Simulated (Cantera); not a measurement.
Feed: 1 mol CuO, 9.9 mol H₂, 1.4 mol N₂, equilibrated at 1173 K and 1.33 mbar.

Cantera equilibrium calculation (NASA polynomials, part measured and part estimated; ideal gas, pure solids and liquids). Candidate condensed phases: Cu, CuO, Cu(OH)₂, Cu₂O, H₂O; 27 gas species. Equilibrium is a limit: real reactors are often held back by kinetics, nucleation or transport.

Base state: H₂ 0.788, N₂ 0.124, H₂O 0.0885 (mole fractions); condensed: Cu(s).

**Question.** What changes in the equilibrium state with this change: 0.36 mol CH₄ added?

**Answer.** 
| species | before | after |
|---|---|---|
| H₂ | 0.788 | 0.807 |
| N₂ | 0.124 | 0.113 |
| H₂O | 0.0885 | 0.0503 |
| CO | 0 | 0.0277 |
| CO₂ | 0 | 0.00136 |
| Cu(s), mol | 1.000 | 1.000 |
Further candidate phases: C, C₆H₆, C₇H₈, C₈H₁₈.

**Question.** What changes in the equilibrium state with this change: temperature from 1173 K to 1450 K?

**Answer.** 
| species | before | after |
|---|---|---|
| H₂ | 0.788 | 0.785 |
| N₂ | 0.124 | 0.124 |
| H₂O | 0.0885 | 0.0883 |
| Cu | 4.28e-6 | 0.00258 |
| H | 2.87e-6 | 0.000230 |
| Cu(s), mol | 1.000 | 0 |
| Cu(l), mol | 0 | 0.971 |
